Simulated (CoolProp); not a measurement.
Aqueous magnesium chloride as a coolant, at 0 °C, 1 atm.

Values from CoolProp's Melinder's fits for secondary coolants.

| mass % | freezing point (°C) | viscosity (mPa s) | conductivity (W/(m K)) | Prandtl number | density (kg/m³) |
|---|---|---|---|---|---|
| 4.4 | -2.6 | 2.16 | 0.553 | 15.3 | 1038 |
| 7.6 | -5.3 | 2.44 | 0.546 | … | 1067 |
| 10.8 | -9.4 | 2.93 | … | 19.2 | 1096 |
| 14 | -14.9 | 3.49 | 0.530 | 22.0 | 1125 |
| 17.2 | -21.5 | 4.01 | 0.522 | 24.5 | 1155 |
| 20.4 | -29.9 | 5.22 | 0.513 | 30.9 | 1187 |
| 23.6 | -42.4 | 12.7 | 0.499 | 73.9 | 1223 |
| 26.7 | … | 138 | 0.474 | 806 | 1267 |
| 29.9 | -98.6 | 37400 | 0.425 | 232000 | … |

Question: What belongs in the gaps?

Answer: 
- 7.6, Prandtl number: 16.6
- 10.8, conductivity (W/(m K)): 0.538
- 26.7, freezing point (°C): -62.5
- 29.9, density (kg/m³): 1327
